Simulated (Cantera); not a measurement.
Charge: 1 mol Si, 5.7 mol Cl₂, 0.8 mol H₂, held at 1150 K and 97.0 Pa.

Method: chemical equilibrium by Gibbs-energy minimisation in Cantera with the NASA 1993 tables (ideal gas, pure condensed phases). Candidate condensed phases: Si; 19 gas species. Rates play no part.

Base state: Cl₂ 0.481, HCl 0.282, SiCl₄ 0.176, Cl 0.0610 (mole fractions); condensed: gas only.

Task: What changes in the equilibrium state with this change: temperature from 1150 K to 1300 K?

Result: 
| species | before | after |
|---|---|---|
| Cl₂ | 0.481 | 0.348 |
| HCl | 0.282 | 0.257 |
| Cl | 0.0610 | 0.235 |
| SiCl₄ | 0.176 | 0.160 |

Task: What changes in the equilibrium state with this change: H₂ from 0.8 to 6.4 mol?

Result: 
```
species   before     after
-------  -------  --------
HCl        0.282     0.672
H₂         <1e-9     0.238
SiCl₄      0.176    0.0837
Cl₂        0.481   1.09e-9
Cl        0.0610   2.91e-6
SiCl₂      <1e-9   0.00176
SiHCl₃     <1e-9  0.000602
SiCl₃    3.68e-7   0.00367
```
The tables' values for SiCl₃ are old estimates; treat these amounts as uncertain.
